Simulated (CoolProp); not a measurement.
Vapour-liquid equilibrium of R125 (1) + R134a (2) at 313.6 K; x and y are mole fractions of (1).

Model: multi-fluid Helmholtz-energy mixture model, Lemmon 2005 and Tillner-Roth 1994; pair parameters Lemmon 2004, in CoolProp.

Task: Give the bubble pressure and the first vapour's composition at x = 0.2, 0.5, 0.8. Is there an azeotrope?

Result: x = 0.2: 1.228 MPa, y = 0.295; x = 0.5: 1.523 MPa, y = 0.612; x = 0.8: 1.822 MPa, y = 0.856. No azeotrope shows between x = 0.05 and 0.95.

The pair parameters rest on a limited set of measurements; away from them the model extrapolates.
